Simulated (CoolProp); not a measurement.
Values from CoolProp's reference Helmholtz-energy equation of state, Lemmon 2013.

Give the vapour pressure (kPa), liquid density (kg/m³), surface tension (mN/m), vapour viscosity (µPa s) of saturated propylene at -100.15, -73.95 °C.


```tsv
T (°C)	p (kPa)	liquid density (kg/m³)	surface tension (mN/m)	vapour viscosity (µPa s)
-100.15	3.96	672	24.5	4.90
-73.95	25.5	642	20.6	5.63
```

Viscosity comes from a separate model (Huber 2003), an estimate that may be off by 10 % or more. Surface tension comes from a separate correlation (Mulero 2012).
